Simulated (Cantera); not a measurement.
A freely propagating, adiabatic, planar premixed flame of H2 : O2 : N2 = 1 : 0.192 : 0.723 (molar parts), unburnt at 350 K and 1.68 atm; mixture-averaged transport, grid criteria slope 0.08 and curve 0.16, no radiation.

Computed with Cantera and the H2/O2 subset of GRI-Mech 3.0, which has no nitrogen chemistry. Burning velocities carry a grid error of a few per cent, more on coarse grids.

x: mole fraction of selected species; z is measured from the peak of heat release.

```tsv
z (mm)	T (K)	u (m/s)	x H2	x O2	x HO2	x H2O2	x H2O	x O
-0.572	350	3.29	0.522	0.100	<1e-8	<1e-8	<1e-8	<1e-8
-0.381	350	3.29	0.522	0.100	<1e-8	<1e-8	<1e-8	<1e-8
-0.286	350	3.29	0.522	0.100	<1e-8	<1e-8	7.71e-8	<1e-8
-0.191	351	3.29	0.522	0.100	[?]	4.29e-8	3.24e-6	1.60e-8
-0.0954	404	3.73	0.513	0.101	[?]	2.26e-5	0.00139	3.55e-6
-0.0477	687	6.16	0.482	0.0946	[?]	7.27e-5	0.0241	0.000120
0	1056	9.23	0.428	0.0719	[?]	1.50e-5	0.0775	0.000704
0.0477	1321	11.5	0.371	0.0374	[?]	1.39e-6	0.145	0.00129
0.0954	1465	12.7	0.338	0.0136	[?]	5.17e-7	0.190	0.000846
0.191	1580	13.7	0.326	0.00146	[?]	2.17e-7	0.214	0.000226
0.381	1671	14.4	0.331	6.65e-5	[?]	1.29e-7	0.218	0.000107
0.763	1751	15.0	0.339	1.76e-5	[?]	7.08e-8	0.219	5.95e-5
1.53	1814	15.4	0.345	8.06e-6	[?]	3.36e-8	0.221	2.77e-5
```

Question: Complete the blanks.

Answer: 
- -0.191, x HO2: 4.51e-7
- -0.0954, x HO2: 0.000235
- -0.0477, x HO2: 0.000376
- 0, x HO2: 0.000145
- 0.0477, x HO2: 6.29e-5
- 0.0954, x HO2: 2.19e-5
- 0.191, x HO2: 2.19e-6
- 0.381, x HO2: 1.06e-7
- 0.763, x HO2: 3.54e-8
- 1.53, x HO2: 1.80e-8
